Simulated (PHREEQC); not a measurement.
NH3 is added in steps, without added water, to 1 kg of water holding 0.013 mol NH4HF2 and 0.00081 mol (NH4)2SiF6, at 25 °C. O2 is buffered at 0.21 atm. CO2 from the air is kept out. Only these solids could form: SiO2(a).

Base run: PHREEQC, ion-association model, wateq4f.dat. Each further column changes one thing. The table gives HF (mol/kgw).

| NH3 added (mol) | base | all activity coefficients set to 1 | Debye-Hückel limiting law | metal-ligand complexes left out | database phreeqc.dat |
|---|---|---|---|---|---|
| 0 | 0.0111 | 0.0112 | 0.0111 | 0.0111 | 0.0117 |
| 0.002063 | 0.00939 | ? | 0.00937 | 0.00939 | 0.00981 |
| 0.005156 | 0.00680 | 0.00687 | 0.00678 | 0.00680 | 0.00702 |
| 0.007219 | 0.00504 | 0.00509 | 0.00502 | 0.00504 | ? |
| 0.01031 | 0.00236 | 0.00238 | 0.00235 | 0.00236 | 0.00238 |
| 0.01238 | 0.000621 | 0.000641 | 0.000616 | 0.000621 | 0.000622 |
| 0.01547 | 0.000157 | 0.000169 | 0.000154 | 0.000157 | 0.000157 |
| 0.01753 | 4.52e-7 | 5.39e-7 | 4.40e-7 | 4.52e-7 | ? |
| 0.02063 | 1.33e-7 | ? | 1.30e-7 | 1.33e-7 | 1.30e-7 |
| 0.02269 | 9.06e-8 | 1.08e-7 | 8.81e-8 | 9.06e-8 | 8.86e-8 |
| 0.02578 | 6.12e-8 | 7.31e-8 | 5.96e-8 | 6.12e-8 | 5.99e-8 |
| 0.02784 | 5.04e-8 | 6.01e-8 | 4.90e-8 | 5.04e-8 | 4.92e-8 |
| 0.03094 | 3.98e-8 | ? | 3.87e-8 | 3.98e-8 | 3.89e-8 |
| 0.033 | 3.49e-8 | 4.17e-8 | 3.40e-8 | 3.49e-8 | 3.41e-8 |

Question: Fill in the missing entries.

Answer: 
- 0.002063, all activity coefficients set to 1: 0.00950
- 0.007219, database phreeqc.dat: 0.00516
- 0.01753, database phreeqc.dat: 4.42e-7
- 0.02063, all activity coefficients set to 1: 1.59e-7
- 0.03094, all activity coefficients set to 1: 4.75e-8

SiF6-2 is the database's only silicon fluoride. phreeqc.dat and wateq4f.dat share most of their constants, so their agreement is no independent check.
